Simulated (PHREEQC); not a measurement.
Make-up at 35 °C: 0.0018 mol/kgw CsOH, 3.2e-05 mol/kgw CO2 and 0.0079 mol/kgw (CH3)4NCl. Closed to the air; pH follows from the charge balance.

Computed with PHREEQC (ion-association model, wateq4f.dat).

| quantity | before | after |
|---|---|---|
| pH | 10.88 | 11.06 |
| CO3-2 (mol/kgw) | 2.73e-5 | 2.87e-5 |
| HCO3- (mol/kgw) | 4.73e-6 | 3.26e-6 |
| CO2 (mol/kgw) | 1.14e-10 | 5.20e-11 |

Task: Name the change that produced these shifts.
(A) temperature from 35 to 50 °C
(B) CsOH from 0.0018 to 0.0027 mol/kgw
(C) CsOH from 0.0018 to 0.00162 mol/kgw
(D) (CH3)4NCl from 0.0079 to 0.00869 mol/kgw
(E) CO2 from 3.2e-05 to 0.00016 mol/kgw

Result: B, CsOH from 0.0018 to 0.0027 mol/kgw

No solid was allowed to form. (CH3)4N+ isn't in the database: it is added as a free cation with an ion size of 4 Å.
